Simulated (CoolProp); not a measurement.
Vapour-liquid equilibrium of propylene (1) + dimethyl ether (2) at -2.45 °C; x and y are mole fractions of (1).

Values from CoolProp's multi-fluid Helmholtz-energy mixture model, Lemmon 2013 and Wu 2011; pair parameters Bell 2016.

### Question
Give the bubble pressure and the first vapour's composition at x = 0.275, 0.65, 0.95. Is there an azeotrope?

### Answer
x = 0.275: 0.3465 MPa, y = 0.466; x = 0.65: 0.4573 MPa, y = 0.781; x = 0.95: 0.5310 MPa, y = 0.969. No azeotrope shows between x = 0.05 and 0.95.

The pair parameters rest on a limited set of measurements; away from them the model extrapolates.
